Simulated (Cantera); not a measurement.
Carbothermic reduction: Cu2O + C + N2 + CH4

Feed: 1 mol Cu2O, 5 mol C, 0.16 mol N2, 0.52 mol CH4, held at 7.20 bar.

These are equilibrium values from Cantera (NASA tables, ideal gas, pure condensed phases), not measurements of a reactor. Candidate condensed phases: C, C6H6, C7H8, C8H18, Cu, CuO, Cu(OH)2, Cu2O, H2O; 139 gas species. Equilibrium is a limit: real reactors are often held back by kinetics, nucleation or transport.

```json
[
 {"T (K)": "1398", "log p H2": "0.52", "log p CO": "0.51", "log p N2": "-0.27", "log p Cu": "-5.89", "log p HCN": "-3.19", "log p CH4": "-1.32", "log p H2O": "-1.39", "n C(graphite)": "4.52", "n Cu(l)": "2.00"},
 {"T (K)": "1498", "log p H2": "0.53", "log p CO": "0.51", "log p N2": "-0.28", "log p Cu": "-5.10", "log p HCN": "-2.86", "log p CH4": "-1.54", "log p H2O": "-1.72", "n C(graphite)": "4.52", "n Cu(l)": "2.00"},
 {"T (K)": "1598", "log p H2": "0.53", "log p CO": "0.51", "log p N2": "-0.28", "log p Cu": "-4.41", "log p HCN": "-2.57", "log p CH4": "-1.73", "log p H2O": "-2.01", "n C(graphite)": "4.52", "n Cu(l)": "2.00"},
 {"T (K)": "1698", "log p H2": "0.53", "log p CO": "0.51", "log p N2": "-0.28", "log p Cu": "-3.81", "log p HCN": "-2.32", "log p CH4": "-1.90", "log p H2O": "-2.27", "n C(graphite)": "4.52", "n Cu(l)": "2.00"},
 {"T (K)": "1798", "log p H2": "0.53", "log p CO": "0.52", "log p N2": "-0.28", "log p Cu": "-3.28", "log p HCN": "-2.09", "log p CH4": "-2.05", "log p H2O": "-2.50", "n C(graphite)": "4.52", "n Cu(l)": "2.00"},
 {"T (K)": "1898", "log p H2": "0.53", "log p CO": "0.51", "log p N2": "-0.29", "log p Cu": "-2.80", "log p HCN": "-1.89", "log p CH4": "-2.19", "log p H2O": "-2.70", "n C(graphite)": "4.51", "n Cu(l)": "2.00"},
 {"T (K)": "1998", "log p H2": "0.53", "log p CO": "0.51", "log p N2": "-0.29", "log p Cu": "-2.37", "log p HCN": "-1.72", "log p CH4": "-2.31", "log p H2O": "-2.88", "n C(graphite)": "4.51", "n Cu(l)": "2.00"},
 {"T (K)": "2098", "log p H2": "0.53", "log p CO": "0.51", "log p N2": "-0.29", "log p Cu": "-1.99", "log p HCN": "-1.56", "log p CH4": "-2.42", "log p H2O": "-3.05", "n C(graphite)": "4.51", "n Cu(l)": "2.00"},
 {"T (K)": "2198", "log p H2": "0.53", "log p CO": "0.51", "log p N2": "-0.30", "log p Cu": "-1.64", "log p HCN": "-1.41", "log p CH4": "-2.53", "log p H2O": "-3.20", "n C(graphite)": "4.50", "n Cu(l)": "1.99"},
 {"T (K)": "2298", "log p H2": "0.52", "log p CO": "0.51", "log p N2": "-0.31", "log p Cu": "-1.32", "log p HCN": "-1.28", "log p CH4": "-2.63", "log p H2O": "-3.34", "n C(graphite)": "4.49", "n Cu(l)": "1.99"},
 {"T (K)": "2398", "log p H2": "0.52", "log p CO": "0.51", "log p N2": "-0.32", "log p Cu": "-1.03", "log p HCN": "-1.17", "log p CH4": "-2.72", "log p H2O": "-3.48", "n C(graphite)": "4.48", "n Cu(l)": "1.97"}
]
```
log p: log10 of the partial pressure in bar; n: condensed amount in mol.

From 1398 K to 2398 K the condensed part is C(graphite) + Cu(l). The main Cu-bearing gas is Cu throughout.
